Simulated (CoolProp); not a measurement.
Vapour-liquid equilibrium of benzene (1) + o-xylene (2) at 502.9 K; x and y are mole fractions of (1).

Computed with CoolProp (multi-fluid Helmholtz-energy mixture model, Thol 2012 and Zhou 2012; pair parameters Bell 2016).

### Question
Give the bubble pressure and the first vapour's composition at x = 0.5, 0.65, 0.725. Is there an azeotrope?

### Answer
x = 0.5: 1.414 MPa, y = 0.735; x = 0.65: 1.668 MPa, y = 0.828; x = 0.725: 1.792 MPa, y = 0.867. No azeotrope shows between x = 0.05 and 0.95.

Pair parameters are fitted to limited data, so mixtures are less certain than the pure fluids.
